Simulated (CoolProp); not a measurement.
Ethanol along the isobar 4.27 MPa: density (kg/m³) from the reference equation and from simpler models built on Tc = 514.7 K, pc = 6.268 MPa, ω = 0.644; each cubic takes its own stable root.

The numbers come from the reference Helmholtz-energy equation of state, Schroeder 2014 in CoolProp.

```tsv
T (K)	phase	reference	van der Waals	Soave-Redlich-Kwong	Peng-Robinson
408.9	liquid	677.9	359.1	560.4	633.7
418.9	liquid	664.1	350.8	546.0	617.6
428.9	liquid	649.2	341.7	530.2	600.0
438.9	liquid	633.0	___	513.0	580.6
448.9	liquid	615.3	___	493.9	559.0
458.9	liquid	595.9	307.6	472.6	534.7
469	liquid	573.9	___	447.8	506.4
479	liquid	548.3	75.24	418.6	472.8
489	liquid	515.1	70.50	381.0	429.6
499	gas	71.82	66.70	73.32	76.13
```

Question: What belongs in the gaps?

Answer: 
- 438.9, van der Waals: 331.8
- 448.9, van der Waals: 320.6
- 469, van der Waals: 81.61

At some of these states van der Waals gives the other phase, because its saturation line lies elsewhere.
